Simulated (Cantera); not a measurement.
A closed system holds: 1 mol V, 1.2 mol N2, at 0.560 bar.

Method: chemical equilibrium by Gibbs-energy minimisation in Cantera with the NASA 1993 tables (ideal gas, pure condensed phases). Candidate condensed phases: V, VN; 4 gas species. VN: taken at fixed stoichiometry. Condensed phases not in the tables: V2N. Rates play no part. All values below are at 1802 °C.

Base state: N2 1.000 (mole fractions); condensed: VN(s).

Question: What changes in the equilibrium state with this change: 0.47 mol NH3 added?

Answer: 
```json
[
 {"species": "N2", "before": "1.000", "after": "0.569"},
 {"species": "H2", "before": "0", "after": "0.428"},
 {"species": "H", "before": "0", "after": "0.00233"},
 {"species": "VN(s), mol", "before": "1.000", "after": "1.000"}
]
```
